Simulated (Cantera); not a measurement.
A closed system holds: 1 mol CsCl, 3.7 mol HCl, 280 mol H2, held at 1075 °C and 0.0133 bar.

Method: chemical equilibrium by Gibbs-energy minimisation in Cantera with the NASA 1993 tables (ideal gas, pure condensed phases). Candidate condensed phases: Cs, CsCl; 9 gas species. Kinetics and transport are ignored.

Base state: H2 0.983, HCl 0.0130, CsCl 0.00351, H 1.99e-5 (mole fractions); condensed: gas only.

Question: What changes in the equilibrium state with this change: temperature from 1075 °C to 1827 °C?

Answer: 
| species | before | after |
|---|---|---|
| H2 | 0.983 | 0.957 |
| H | 1.99e-5 | 0.0264 |
| HCl | 0.0130 | 0.0131 |
| CsCl | 0.00351 | 0.00290 |
| Cl | 2.19e-7 | 0.000266 |
| Cs | 5.65e-7 | 0.000564 |
